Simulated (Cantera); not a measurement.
# Adiabatic ignition

An adiabatic, constant-pressure homogeneous reactor starts with C2H4 : O2 : N2 : H2O = 1 : 2 : 7.52 : 0.58 (molar parts), equivalence ratio 1.5, at 1125 K and 0.630 bar.

Computed with Cantera and GRI-Mech 3.0 (53 species, 325 reactions). GRI-Mech 3.0 was tuned for natural gas; its chemistry of ethylene as a main component is partial and can be far from experiment.

```csv
t (s),T (K),x C2H4,x O2,x H2O,x CO2,x H2
5.00e-6,1125,0.0901,0.180,0.0523,<1e-12,5.50e-10
1.12e-5,1125,0.0901,0.180,0.0523,<1e-12,1.23e-9
2.51e-5,1125,0.0901,0.180,0.0523,<1e-12,2.76e-9
5.62e-5,1125,0.0901,0.180,0.0523,<1e-12,6.19e-9
0.000126,1125,0.0901,0.180,0.0523,<1e-12,1.39e-8
0.000282,1125,0.0901,0.180,0.0523,<1e-12,3.12e-8
0.000631,1125,0.0901,0.180,0.0523,<1e-12,7.04e-8
0.00141,1125,0.0901,0.180,0.0523,<1e-12,1.69e-7
0.00317,1126,0.0900,0.180,0.0523,4.57e-8,2.35e-5
0.00710,2610,<1e-12,0.00127,0.149,0.0497,0.0523
0.0159,2607,<1e-12,0.00122,0.148,0.0494,0.0527
0.0356,2606,<1e-12,0.00121,0.148,0.0494,0.0527
0.0797,2606,<1e-12,0.00121,0.148,0.0494,0.0527
0.179,2606,<1e-12,0.00121,0.148,0.0494,0.0527
0.400,2606,<1e-12,0.00121,0.148,0.0494,0.0527
```
x: mole fraction; the columns are a selection and need not sum to one.

- time of steepest temperature rise = 3.31 ms
- temperature at 0.400 s = 2606 K
- equilibrium temperature = 2606 K
- x(C2H4) at 0.400 s = <1e-12 (gas-phase equilibrium <1e-12)
- x(O2) at 0.400 s = 0.00121 (gas-phase equilibrium 0.00121)
- x(H2O) at 0.400 s = 0.148 (gas-phase equilibrium 0.148)
